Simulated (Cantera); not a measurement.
Input: 1 mol Cu, 0.99 mol NH3, 2.8 mol CO, 0.0047 mol O2, held at 1198.15 K and 4.58 Torr.

Equilibrium computed with Cantera from the NASA thermochemical tables; the gas is ideal and each condensed phase is pure. Candidate condensed phases: C, C6H6, C7H8, C8H18, Cu, CuO, Cu(OH)2, Cu2O, H2O; 139 gas species. Rates play no part.

Base state: CO 0.585, H2 0.310, N2 0.104, CO2 0.00114, H2O 0.000826 (mole fractions); condensed: Cu(s).

**Question.** What changes in the equilibrium state with this change: temperature from 1198.15 K to 1850 K?

**Answer.** 
```
species       before     after
----------  --------  --------
CO             0.585     0.493
H2             0.310     0.259
Cu           1.91e-6     0.156
N2             0.104    0.0872
Cu2            <1e-9  0.000368
H            1.36e-6   0.00351
CO2          0.00114  0.000532
H2O         0.000826   0.00112
Cu(s), mol     1.000         0
Cu(l), mol         0     0.112
```

**Question.** What changes in the equilibrium state with this change: NH3 from 0.99 to 12 mol?

**Answer.** 
| species | before | after |
|---|---|---|
| H2 | 0.310 | 0.671 |
| N2 | 0.104 | 0.224 |
| CO | 0.585 | 0.104 |
| CO2 | 0.00114 | 3.61e-5 |
| H2O | 0.000826 | 0.000317 |
| Cu(s), mol | 1.000 | 1.000 |
